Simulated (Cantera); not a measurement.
Charge: 1 mol C₆H₆, 0.55 mol H₂, equilibrated at 1430 Torr.

Equilibrium computed with Cantera from the NASA thermochemical tables; the gas is ideal and each condensed phase is pure. Candidate condensed phases: C, C₆H₆, C₇H₈, C₈H₁₈; 76 gas species. The numbers say what is thermodynamically allowed, not how fast it happens.

At 2000 °C, list the 5 most abundant gas species with their mole fractions, and the condensed phases.

H₂ 0.990, H 0.00606, C₂H₂ (acetylene) 0.00373, CH₄ 0.000420, CH₃ 4.86e-5. Condensed: C(graphite).
